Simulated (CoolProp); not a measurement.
A Linde-Hampson liquefier for carbon monoxide: isothermal reversible compression at 300 K from 1 atm to 10 MPa, throttling to 1 atm, return gas leaving the recuperator 2 K below the feed. Each further row changes one setting.

Model: reference Helmholtz-energy equation of state, Lemmon 2006, in CoolProp. It is a short technical equation, of lower accuracy than the large ones.

```
case                        liquid yield per pass  compression work (kJ/kg of gas)
--------------------------  ---------------------  -------------------------------
as stated                                       …                              407
high pressure 20 MPa                            …                                …
warm-end temperature 330 K                      …                              450
warm-end gap 7 K                                …                              407
```

Q: What belongs in the gaps?

A: 
- as stated, liquid yield per pass: 0.046
- high pressure 20 MPa, liquid yield per pass: 0.080
- high pressure 20 MPa, compression work (kJ/kg of gas): 470
- warm-end temperature 330 K, liquid yield per pass: 0.034
- warm-end gap 7 K, liquid yield per pass: 0.035
